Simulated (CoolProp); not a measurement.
Aqueous lithium chloride as a coolant, 8 % by mass, freezing at -9.1 °C, 1 atm.

Values from CoolProp's Melinder's fits for secondary coolants.

| T (°C) | Prandtl number | conductivity (W/(m K)) | density (kg/m³) | viscosity (mPa s) |
|---|---|---|---|---|
| -6.1 | 19.3 | 0.537 | 1048 | 2.76 |
| 0.2 | 15.3 | 0.547 | 1048 | 2.24 |
| 6.5 | 12.5 | 0.557 | 1047 | 1.85 |
| 12.8 | 10.4 | 0.567 | 1046 | 1.56 |
| 19.1 | (withheld) | 0.577 | 1044 | (withheld) |
| 25.4 | 7.49 | 0.587 | (withheld) | (withheld) |
| 31.7 | 6.47 | (withheld) | 1041 | 1.02 |

Task: Complete the blanks.

Result: 
- 19.1, Prandtl number: 8.76
- 19.1, viscosity (mPa s): 1.34
- 25.4, density (kg/m³): 1043
- 25.4, viscosity (mPa s): 1.17
- 31.7, conductivity (W/(m K)): 0.596
